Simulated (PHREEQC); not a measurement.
0.011 g of hydrous ferric oxide (600 m²/g; 0.2 weak and 0.005 strong sites per Fe, Dzombak-Morel constants, diffuse double layer) in 1 kg of water with 0.01 mol/kgw of an inert sodium salt and 0.01 mmol/kgw Ag2SO4, at 25 °C; the pH is set by adding NaOH or the inert anion's acid. Oxygen alone is held at its pressure in air (log pO2 = -0.68). No CO2 enters from the air. No solid was allowed to form.

Base run: PHREEQC, ion-association model, wateq4f.dat. Each further column changes one thing. The table gives Ag sorbed (%).

```tsv
pH	base	no electrostatic term (-no_edl)	background salt from 0.01 to 0.001 mol/kgw	oxide from 0.011 to 0.055 g/kgw	9.9e-05 mol/kgw PbCl2 added
4	0.0	0.0	0.0	0.0	0.0
4.5	0.0	0.0	0.0	0.1	0.0
5	0.0	0.0	0.0	0.3	0.0
5.5	0.2	0.0	0.2	1.0	0.0
6	0.6	0.1	0.6	3.0	0.0
6.5	1.4	0.4	1.5	6.8	0.0
7	2.3	(withheld)	2.4	11.2	0.0
7.5	3.0	2.9	3.1	14.7	0.0
8	3.8	3.8	3.9	(withheld)	0.0
8.5	5.6	(withheld)	5.7	25.2	0.0
9	10.3	7.6	(withheld)	40.0	0.1
9.5	21.1	9.5	22.1	62.2	0.1
10	38.6	10.4	(withheld)	81.9	0.3
```

What belongs in the gaps?


- 7, no electrostatic term (-no_edl): 1.7
- 8, oxide from 0.011 to 0.055 g/kgw: 18.2
- 8.5, no electrostatic term (-no_edl): 5.3
- 9, background salt from 0.01 to 0.001 mol/kgw: 10.7
- 10, background salt from 0.01 to 0.001 mol/kgw: 40.5

 In at least one series the solution becomes supersaturated in solids that the run did not let form, among them Litharge, Larnakite, Cerargyrite.
